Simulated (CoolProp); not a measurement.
Saturation properties of n-perfluoropentane.

Model: reference Helmholtz-energy equation of state, Gao 2022, in CoolProp.

| T (°C) | p (MPa) | vapour density (kg/m³) | liquid cp (kJ/(kg K)) |
|---|---|---|---|
| -19.65 | 0.01089 | 1.503 | 0.9605 |
| -6.45 | 0.02195 | 2.903 | 0.9860 |
| 6.75 | 0.04084 | 5.203 | 1.012 |
| 20.05 | 0.07125 | 8.798 | 1.038 |
| 33.25 | 0.1168 | 14.09 | 1.064 |
| 46.45 | 0.1825 | 21.64 | 1.091 |
| 59.65 | 0.2733 | 32.18 | 1.120 |
| 72.95 | 0.3962 | 46.78 | 1.152 |
| 86.15 | 0.5556 | 66.61 | 1.188 |
| 99.35 | 0.7594 | 94.00 | 1.235 |
| 112.55 | 1.016 | 133.0 | 1.305 |

It boils at 29.3 °C under 1 atm.
